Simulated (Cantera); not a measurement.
# Thermodynamics of chlorosilane synthesis and conversion, feed Si + HCl + H2

A closed system holds: 1 mol Si, 3.9 mol HCl, 0.25 mol H2, held at 1 atm.

Method: chemical equilibrium by Gibbs-energy minimisation in Cantera with the NASA 1993 tables (ideal gas, pure condensed phases). Candidate condensed phases: Si; 19 gas species. The tables' values for SiCl3 are old estimates; treat these amounts as uncertain. Rates play no part.

```csv
T (K),log p H2,log p SiCl4,log p HCl,log p SiHCl3,log p SiCl3,log p SiCl2,log p SiH2Cl2
575,-0.16,-0.54,-4.03,-1.50,-7.32,-10.76,-3.79
625,-0.16,-0.54,-3.52,-1.49,-6.54,-9.57,-3.72
675,-0.16,-0.54,-3.09,-1.49,-5.87,-8.54,-3.64
725,-0.16,-0.54,-2.74,-1.48,-5.28,-7.63,-3.57
775,-0.16,-0.54,-2.44,-1.45,-4.76,-6.82,-3.48
825,-0.16,-0.55,-2.20,-1.42,-4.29,-6.09,-3.37
875,-0.17,-0.55,-1.99,-1.39,-3.86,-5.41,-3.26
925,-0.17,-0.56,-1.83,-1.34,-3.47,-4.79,-3.14
975,-0.17,-0.57,-1.68,-1.30,-3.12,-4.21,-3.01
1025,-0.18,-0.58,-1.56,-1.26,-2.79,-3.69,-2.90
1075,-0.18,-0.59,-1.45,-1.22,-2.50,-3.22,-2.79
1125,-0.19,-0.61,-1.36,-1.20,-2.25,-2.79,-2.70
1175,-0.19,-0.62,-1.26,-1.19,-2.02,-2.42,-2.64
1225,-0.20,-0.64,-1.16,-1.19,-1.83,-2.11,-2.61
```
log p: log10 of the partial pressure in bar; nothing condenses.

From 575 K to 1225 K nothing is condensed. The main Si-bearing gas is SiCl4 throughout.
